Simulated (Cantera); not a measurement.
# Si3H8 + Cl2 + H2 (silicon epitaxy and polysilicon growth)

A closed system holds: 1 mol Si3H8, 0.28 mol Cl2, 5.5 mol H2, at 1723.15 K and 0.0133 bar.

Equilibrium computed with Cantera from the NASA thermochemical tables; the gas is ideal and each condensed phase is pure. Candidate condensed phases: Si; 19 gas species. The feed counts by its element totals alone. The tables' values for SiCl, SiCl3 are old estimates; treat these amounts as uncertain. Gases not in the tables: Si2H6 and higher silanes. Kinetics and transport are ignored.

x(H2): 0.948
x(HCl): 0.0433
x(SiCl2): 0.00685
x(H): 0.00154
x(Si): 7.39e-5
x(Cl): 5.45e-5
x(SiCl): 5.29e-5
x(SiCl3): 2.53e-5
x(SiH2): 1.61e-5
n(Si(l)): 2.93 mol
gas amount: 9.789 mol
